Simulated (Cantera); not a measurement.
A perfectly stirred reactor is fed with H₂ : O₂ = 0.047 : 1 (molar parts), at 0.0267 bar; it is held at 1300 K, and followed from long to short residence time.

Detailed kinetics in Cantera: the H2/O2 subset of GRI-Mech 3.0, which has no nitrogen chemistry. Radical loss at walls, strong at low pressure, is not modelled. The temperature is held fixed by assumption; the heat of reaction is taken as removed at once.

One state of this run: x H₂ = 0.00459; x O₂ = 0.925; x OH = 0.00565; x H₂O₂ = 2.19e-7; x H = 0.00605; x HO₂ = 5.17e-6. x: mole fraction; the columns are a selection and need not sum to one.

Task: Which value of τ (s) does it belong to?
A) 0.079
B) 0.0012
C) 0.32
D) 0.00031

Result: B, 0.0012
